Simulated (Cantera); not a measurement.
A counterflow diffusion flame at 1.09 atm, nozzles 20 mm apart: fuel side 75.6 % CH4, 4.69 % H2, 19.7 % N2 at 575 K, oxidiser side 24.0 % O2, 76.0 % N2 at 525 K, fuel mass flux 0.78 times the oxidiser's; mixture-averaged transport, no radiation.

Cantera simulation using GRI-Mech 3.0 (53 species, 325 reactions); the numbers are that mechanism's predictions, not measurements. GRI-Mech 3.0 has no aromatics or soot, which form on the fuel side of real flames. The maximum strain rate includes the flame's own expansion and is several times the mean.

x: mole fraction; the columns are a selection and need not sum to one.

```
oxidiser flux (kg/m²/s)  max strain (1/s)  mean strain (1/s)  T max (K)  peak x OH  peak x H  peak x NO  peak x CO  peak x C2H2
-----------------------  ----------------  -----------------  ---------  ---------  --------  ---------  ---------  -----------
0.66                                    ?                108       2213     0.0112   0.00585   0.000333     0.0655       0.0147
0.92                                    ?                151       2200     0.0111   0.00611   0.000302     0.0645       0.0140
1.3                                     ?                213       2184     0.0110   0.00635   0.000266     0.0635       0.0132
1.8                                     ?                295       2166     0.0108   0.00653   0.000229     0.0628       0.0123
2.5                                     ?                410       2147     0.0105   0.00668   0.000191     0.0623       0.0114
3.5                                     ?                574       2123     0.0100   0.00674   0.000150     0.0619       0.0103
5                                       ?                820       2092    0.00937   0.00663   0.000107     0.0619      0.00886
6.9                                     ?               1130       2051    0.00842   0.00627    6.89e-5     0.0619      0.00713
```

### Question
Fill in the missing entries.

### Answer

- 0.66, max strain (1/s): 445
- 0.92, max strain (1/s): 601
- 1.3, max strain (1/s): 826
- 1.8, max strain (1/s): 1120
- 2.5, max strain (1/s): 1510
- 3.5, max strain (1/s): 2080
- 5, max strain (1/s): 2900
- 6.9, max strain (1/s): 3920
